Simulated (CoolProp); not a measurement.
Values from CoolProp's reference Helmholtz-energy equation of state, Schroeder 2014.

### Question
For ethanol, give the phase and the Joule-Thomson coefficient (K/MPa), isothermal compressibility (1/MPa), viscosity (µPa s), Prandtl number at 155.85 °C and 14.2 MPa; 155.85 °C and 31.3 MPa.

### Answer
- 155.85 °C and 14.2 MPa: liquid; Joule-Thomson coefficient -0.0707, isothermal compressibility 0.00282, viscosity 191, Prandtl number 4.68
- 155.85 °C and 31.3 MPa: liquid; Joule-Thomson coefficient -0.141, isothermal compressibility 0.00193, viscosity 224, Prandtl number 4.98

Viscosity comes from a separate model (Kiselev 2005). Thermal conductivity comes from a separate model (Assael 2013).
